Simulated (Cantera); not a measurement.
Input: 1 mol B2H6, 0.54 mol O2, held at 11.0 mbar.

Cantera equilibrium calculation (NASA polynomials, part measured and part estimated; ideal gas, pure solids and liquids). Candidate condensed phases: B, B2O3, B3O3H3, H2O; 23 gas species. The feed counts by its element totals alone. Mutual solubility and eutectic melting of coexisting phases are not modelled. Kinetics and transport are ignored.

Which condensed phases are stable at each of these points (T (K)): 1550, 1600, 1650, 1700, 1750, 1800, 1850, 1900, 1950, 2000, 2050?


```csv
T (K),condensed phases,B condensed (%)
1550,B(s) + B2O3(l),82.1
1600,B(s) + B2O3(l),62.9
1650,B(s),49.3
1700,B(s),48.5
1750,B(s),47.9
1800,B(s),47.5
1850,B(s),47.1
1900,B(s),46.8
1950,B(s),46.5
2000,B(s),46.3
2050,B(s),46.1
```

From 1550 K to 1600 K the condensed part is B(s) + B2O3(l). From 1650 K to 2050 K the condensed part is B(s).
